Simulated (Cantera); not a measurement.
Input (Python, Cantera):

```python
import numpy as np
import cantera as ct

gas = ct.Solution("gri30.yaml")
gas.TPX = 1248, 100000, {'H2': 1.7, 'O2': 1, 'N2': 6.4}
reactor = ct.IdealGasConstPressureReactor(gas, energy="off", clone=False)
net = ct.ReactorNet([reactor])
net.rtol, net.atol = 1e-08, 1e-18
show = ['H2', 'O2', 'OH', 'NO', 'NO2', 'O', 'H']
times = np.geomspace(0.0003, 100, 11)

steps = ct.SolutionArray(gas, extra=["t"])
rows = []
print(f"{'t/s':>10s}{'T/K':>9s}{'P/Pa':>11s}" + "".join(f"{s:>11s}" for s in show))
for t in times:
    while net.time < t:
        t_next = net.step()
        steps.append(gas.state, t=t_next)
    rows.append([np.interp(t, steps.t, y) for y in (steps.T, steps.P, *steps(*show).X.T)])
    print(f"{t:10.3e}{rows[-1][0]:9.1f}{rows[-1][1]:11.4g}" + "".join(f"{x:11.3e}" for x in rows[-1][2:]))
rate = np.gradient(steps.T, steps.t)
print("integrator steps:", len(steps.t))
if steps.T.max() > steps.T[0] + 200:
    print(f"time of steepest temperature rise: {steps.t[rate.argmax()]:.4e} s")
gas.TPX = 1248, 100000, {'H2': 1.7, 'O2': 1, 'N2': 6.4}
gas.equilibrate("TP")
print(f"equilibrium (TP): T = {gas.T:.1f} K  " + "  ".join(f"{s} {gas[s].X[0]:.3e}" for s in show))
```

Result:

```
       t/s      T/K       P/Pa         H2         O2         OH         NO        NO2          O          H
 3.000e-04   1248.0      1e+05  2.078e-03  1.900e-02  6.598e-04  1.034e-05  1.350e-08  2.269e-04  4.135e-04
 1.070e-03   1248.0      1e+05  2.198e-04  1.823e-02  1.738e-04  1.028e-05  9.743e-08  1.693e-05  1.087e-05
 3.817e-03   1248.0      1e+05  1.872e-05  1.817e-02  5.995e-05  1.019e-05  1.932e-07  1.756e-06  3.438e-07
 1.361e-02   1248.0      1e+05  1.689e-06  1.817e-02  2.459e-05  1.025e-05  1.311e-07  2.828e-07  1.582e-08
 4.856e-02   1248.0      1e+05  3.006e-07  1.817e-02  1.175e-05  1.033e-05  5.960e-08  6.464e-08  1.544e-09
 1.732e-01   1248.0      1e+05  8.988e-08  1.817e-02  6.389e-06  1.035e-05  3.768e-08  1.919e-08  2.656e-10
 6.178e-01   1248.0      1e+05  5.333e-08  1.818e-02  4.547e-06  1.035e-05  4.003e-08  9.743e-09  1.150e-10
 2.204e+00   1248.0      1e+05  5.113e-08  1.818e-02  4.383e-06  1.034e-05  4.103e-08  9.053e-09  1.065e-10
 7.860e+00   1248.0      1e+05  5.107e-08  1.818e-02  4.378e-06  1.034e-05  4.106e-08  9.032e-09  1.062e-10
 2.804e+01   1248.0      1e+05  5.107e-08  1.818e-02  4.378e-06  1.034e-05  4.106e-08  9.032e-09  1.062e-10
 1.000e+02   1248.0      1e+05  5.107e-08  1.818e-02  4.378e-06  1.034e-05  4.106e-08  9.032e-09  1.062e-10
integrator steps: 1895
equilibrium (TP): T = 1248.0 K  H2 5.112e-08  O2 1.814e-02  OH 4.376e-06  NO 8.157e-05  NO2 3.235e-07  O 9.023e-09  H 1.063e-10
```

Cantera simulation using GRI-Mech 3.0 (53 species, 325 reactions); the numbers are that mechanism's predictions, not measurements. The temperature is held fixed by assumption; the heat of reaction is taken as removed at once.
